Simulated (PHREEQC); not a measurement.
Ca(OH)2 is added in steps, without added water, to 1 kg of water holding 0.021 mol/kgw HF and 0.0022 mol/kgw NH4HF2, at 25 °C. Oxygen alone is held at its pressure in air (log pO2 = -0.68). CO2 from the air is kept out. Only these solids could form: Fluorite, Portlandite.

Base run: PHREEQC, ion-association model, wateq4f.dat. Each further column changes one thing. The table gives pH.

| Ca(OH)2 added (mol) | base | diluted 2-fold with water | 0.011 mol/kgw TMAH added | temperature from 25 to 50 °C | no solid may form |
|---|---|---|---|---|---|
| 0 | 2.56 | 2.69 | 3.23 | 2.67 | 2.56 |
| 0.002344 | 2.63 | 2.84 | 3.43 | 2.74 | 2.84 |
| 0.005156 | 2.74 | 3.40 | 4.02 | 2.86 | 3.17 |
| 0.0075 | 2.88 | 11.33 | 10.78 | 3.01 | 3.47 |
| 0.009844 | 3.17 | 11.78 | 11.68 | 3.32 | 3.93 |
| 0.01266 | 10.17 | 12.02 | 11.99 | 9.46 | 10.16 |
| 0.015 | 11.61 | 12.14 | 12.13 | 10.90 | 11.54 |

wateq4f.dat counts part of the HF as a dimer, H2F2, which phreeqc.dat doesn't know; its constant is uncertain.  (CH3)4N+ isn't in the database: it is added as a free cation with an ion size of 4 Å. At this temperature some constants are extrapolated from 25 °C, and those without enthalpy data are left unchanged. In at least one series the solution becomes supersaturated in solids that the run did not let form, among them Fluorite.
